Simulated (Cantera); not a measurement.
# Equilibrium for oxide etching and cleaning by halides: MgO + HBr

Feed: 1 mol MgO, 3.8 mol HBr, held at 6.50 mbar.

Equilibrium computed with Cantera from the NASA thermochemical tables; the gas is ideal and each condensed phase is pure. Candidate condensed phases: Br2, H2O, Mg, MgBr2, MgO, Mg(OH)2; 20 gas species. Rates play no part.

| T (K) | x HBr | x H2O | x MgBr2 | x Br | x H2 | x Br2 | x H | x MgBr | n MgO(s) |
|---|---|---|---|---|---|---|---|---|---|
| 1100 | 0.930 | 0.0311 | 0.0311 | 0.00450 | 0.00272 | 0.000468 | 1.67e-8 | 1.35e-9 | 0.882 |
| 1175 | 0.894 | 0.0455 | 0.0455 | 0.00918 | 0.00508 | 0.000493 | 1.08e-7 | 1.35e-8 | 0.826 |
| 1250 | 0.849 | 0.0625 | 0.0625 | 0.0168 | 0.00891 | 0.000494 | 5.66e-7 | 1.02e-7 | 0.761 |
| 1325 | 0.795 | 0.0809 | 0.0809 | 0.0283 | 0.0146 | 0.000477 | 2.45e-6 | 6.10e-7 | 0.688 |
| 1400 | 0.734 | 0.0995 | 0.0995 | 0.0444 | 0.0226 | 0.000446 | 9.07e-6 | 2.99e-6 | 0.613 |
| 1475 | 0.667 | 0.117 | 0.117 | 0.0653 | 0.0331 | 0.000407 | 2.92e-5 | 1.23e-5 | 0.541 |
| 1550 | 0.599 | 0.132 | 0.132 | 0.0913 | 0.0460 | 0.000362 | 8.37e-5 | 4.38e-5 | 0.475 |
x: gas mole fraction; n: condensed amount in mol.

From 1100 K to 1550 K the condensed part is MgO(s). The main Mg-bearing gas is MgBr2 throughout. The share of Mg in condensed phases is highest at 1100 K (88.2 %) and lowest at 1550 K (47.5 %).
